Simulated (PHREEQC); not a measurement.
**Silver or lead bath: an equilibrium model**

Make-up at 20 °C: 0.011 mol/kgw PbCl2, 0.011 mol/kgw KBr and 0.22 mol/kgw Na2SO4. Closed to the air; pH follows from the charge balance.

Model: ion-association model, phreeqc.dat, run in PHREEQC.

```
Property                     Result
--------------------  -------------
pH                             5.82
ionic strength        0.548 mol/kgw
activity of water             0.989
specific conductance    25300 µS/cm
density                 1.030 g/cm³
```

```
species     molality  activity   log γ
----------  --------  --------  ------
Na+            0.383     0.275  -0.143
SO4-2          0.148    0.0297  -0.699
NaSO4-        0.0575    0.0396  -0.162
Cl-           0.0217    0.0140  -0.190
Br-           0.0108   0.00656  -0.217
K+           0.00934   0.00598  -0.194
PbSO4        0.00577   0.00655   0.055
Pb(SO4)2-2   0.00344   0.00102  -0.528
KSO4-        0.00166   0.00114  -0.162
Pb+2         0.00132  0.000393  -0.528
PbCl+       0.000262  0.000193  -0.132
```

This is a speciation only: nothing precipitates in the calculation. The solution is supersaturated, for example in Anglesite, so a real one may precipitate; this is no full list. Species that the database lacks are ignored.
